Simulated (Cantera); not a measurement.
Al₂O₃ + H₂ + N₂ (hydrogen reduction and annealing atmospheres)

Feed: 1 mol Al₂O₃, 15 mol H₂, 73 mol N₂, at 0.550 bar.

These are equilibrium values from Cantera (NASA tables, ideal gas, pure condensed phases), not measurements of a reactor. Candidate condensed phases: Al, AlN, Al₂O₃, H₂O; 35 gas species. Mutual solubility and eutectic melting of coexisting phases are not modelled. Kinetics and transport are ignored.

From 1223 K to 1448 K the condensed part is Al₂O₃(s). From 1523 K to 1673 K the condensed part is AlN(s) + Al₂O₃(s).

```tsv
T (K)	x N₂	x H₂	x H	x H₂O	x NH₃	x Al	x AlOH	n Al₂O₃(s)	n AlN(s)
1223	0.830	0.170	1.67e-7	5.84e-7	6.06e-6	<1e-12	<1e-12	1.000	0
1298	0.830	0.170	5.97e-7	1.00e-6	4.41e-6	<1e-12	<1e-12	1.000	0
1373	0.830	0.170	1.85e-6	1.61e-6	3.32e-6	1.47e-12	9.63e-12	1.000	0
1448	0.830	0.170	5.13e-6	2.47e-6	2.57e-6	2.66e-11	7.93e-11	1.000	0
1523	0.830	0.170	1.29e-5	3.61e-6	2.04e-6	3.60e-10	5.28e-10	1.000	0.000212
1598	0.830	0.170	2.96e-5	5.09e-6	1.65e-6	3.80e-9	2.93e-9	1.000	0.000298
1673	0.830	0.170	6.34e-5	6.95e-6	1.37e-6	3.25e-8	1.39e-8	1.000	0.000404
```
x: gas mole fraction; n: condensed amount in mol.
